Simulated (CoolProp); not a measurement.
Saturation properties of acetone (Tc = 508.1 K, pc = 46.92 bar, ω = 0.307).

Values from CoolProp's reference Helmholtz-energy equation of state, Lemmon 2006. It is a short technical equation, of lower accuracy than the large ones.

```tsv
T (K)	p (bar)	liquid density (kg/m³)	vapour density (kg/m³)
277.6	0.1172	807.3	0.2992
298.4	0.3106	784.3	0.7462
319.3	0.7128	760.6	1.628
340.1	1.450	735.9	3.183
361	2.693	709.8	5.748
381.9	4.635	681.9	9.750
402.7	7.486	651.9	15.75
423.6	11.52	618.5	24.70
444.4	17.00	580.7	38.02
465.3	24.29	535.5	58.81
486.2	33.81	476.3	94.87
```

It boils at 329.2 K under 1 atm.
